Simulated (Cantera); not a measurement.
Ammonia decomposition in nitride growth gas

A perfectly stirred reactor is fed with 0.990 % NH₃, 99.0 % H₂, at 760 Torr; it is held at 2200 K, and followed from long to short residence time.

Detailed kinetics in Cantera: the gas-phase N/H chemistry of the illustrative SiF4/NH3 mechanism in the Surface Chemkin manual (1991). Walls and surfaces, which speed up NH3 decomposition in real reactors, are not modelled.

| τ (s) | x NH₃ | x H₂ | x N₂H₂ | x NH₂ | x H | x N₂H₄ | x NH |
|---|---|---|---|---|---|---|---|
| 11 | 0.000150 | 0.989 | 3.89e-11 | 2.63e-6 | 0.00560 | <1e-12 | 3.72e-7 |
| 3.2 | 0.000277 | 0.989 | 1.32e-10 | 4.85e-6 | 0.00559 | 2.52e-12 | 6.84e-7 |
| 0.97 | 0.000500 | 0.989 | 4.26e-10 | 8.72e-6 | 0.00558 | 8.15e-12 | 1.23e-6 |
| 0.29 | 0.000909 | 0.989 | 1.37e-9 | 1.57e-5 | 0.00552 | 2.64e-11 | 2.18e-6 |
| 0.089 | 0.00165 | 0.989 | 4.16e-9 | 2.76e-5 | 0.00537 | 8.19e-11 | 3.74e-6 |
| 0.027 | 0.00307 | 0.989 | 1.18e-8 | 4.78e-5 | 0.00498 | 2.45e-10 | 5.99e-6 |
| 0.0081 | 0.00565 | 0.988 | 2.61e-8 | 7.54e-5 | 0.00427 | 6.10e-10 | 8.08e-6 |
| 0.0024 | 0.00853 | 0.987 | 2.98e-8 | 8.85e-5 | 0.00331 | 8.43e-10 | 7.38e-6 |
| 0.00074 | 0.00973 | 0.988 | 8.96e-9 | 5.93e-5 | 0.00194 | 3.78e-10 | 2.90e-6 |
x: mole fraction; the columns are a selection and need not sum to one.
